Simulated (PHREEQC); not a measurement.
Solution A (0.0028 mol HNO3, 0.0027 mol CuSO4 and 0.0011 mol KCl per kg of water) is mixed with solution B (0.0033 mol CuSO4, 0.00023 mol HBF4 and 0.11 mol KCl per kg of water) at 55 °C; shares are by mass of water, 1 kg in all. Oxygen alone is held at its pressure in air (log pO2 = -0.68). CO2 from the air is kept out. Solids allowed: Sylvite. Others were left out.

Computed with PHREEQC (ion-association model, phreeqc.dat).

Problem. Predict F- (mol/kgw), HF (mol/kgw), CuCl+ (mol/kgw) at share of solution B = 0.2, 0.35.

Solution. 
| share of solution B | F- (mol/kgw) | HF (mol/kgw) | CuCl+ (mol/kgw) |
|---|---|---|---|
| 0.2 | 3.99e-5 | 0.000143 | 0.000269 |
| 0.35 | 8.27e-5 | 0.000237 | 0.000415 |

Complexes and solids missing from the database can't appear. Away from 25 °C the constants follow the database's enthalpies or fits; those with neither stay at their 25 °C values. Real BF4- forms and hydrolyses slowly; the run takes it at equilibrium.
